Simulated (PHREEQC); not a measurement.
Solution (20 °C): 9.6 mmol/kgw NH3 and 13 mmol/kgw Li2CO3. Closed to the air; pH follows from the charge balance.

All values are PHREEQC results (ion-association model, phreeqc.dat), not measurements.

Each row changes one thing in this solution. Precipitation was switched off in this run.

```
case                                                  pH  ionic strength (mol/kgw)  CO3-2 (mol/kgw)  NH3 (mol/kgw)  HCO3- (mol/kgw)  NH4+ (mol/kgw)
-------------------------------------------------  -----  ------------------------  ---------------  -------------  ---------------  --------------
as made                                            11.19                    0.0381           0.0119        0.00941          0.00110        0.000187
Li2CO3 replaced by (NH4)2CO3 at the same molality   9.58                    0.0179          0.00245         0.0201           0.0105          0.0155
NH3 replaced by (NH4)2SO4 at the same molality      9.57                    0.0455          0.00277         0.0102           0.0102         0.00855
diluted 100-fold with water                        10.14                  0.000325          4.94e-5        8.09e-5          8.06e-5         1.51e-5
NH3 replaced by (NH4)2CO3 at the same molality      9.93                    0.0396          0.00846         0.0141           0.0141         0.00513
temperature from 20 to 45 °C                       10.67                    0.0370           0.0108        0.00948          0.00216        0.000117
diluted 5-fold with water                          10.88                   0.00736          0.00210        0.00185         0.000504         6.72e-5
Li2CO3 from 0.013 to 0.026 mol/kgw                 11.29                    0.0766           0.0244        0.00944          0.00155        0.000160
Li2CO3 from 0.013 to 0.0195 mol/kgw                11.25                    0.0573           0.0181        0.00943          0.00135        0.000170
```

Species that the database lacks are ignored. Carbamate, which ammonia and carbonate form, is missing from the database. Constants without temperature data keep their 25 °C values here.
